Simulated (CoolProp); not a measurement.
Values from CoolProp's reference Helmholtz-energy equation of state, Span 2000.

Q: Give the vapour pressure (kPa), surface tension (mN/m), liquid viscosity (µPa s), liquid conductivity (mW/(m K)) of saturated nitrogen at -172.35, -164.75 °C.

A: 
```
T (°C)   p (kPa)  surface tension (mN/m)  liquid viscosity (µPa s)  liquid conductivity (mW/(m K))
-------  -------  ----------------------  ------------------------  ------------------------------
-172.35      822                    3.93                      74.0                            98.5
-164.75     1330                    2.52                      58.9                            83.6
```

Viscosity comes from a separate model (Lemmon 2004). Thermal conductivity comes from a separate model (Lemmon 2004). Surface tension comes from a separate correlation (Mulero 2012).
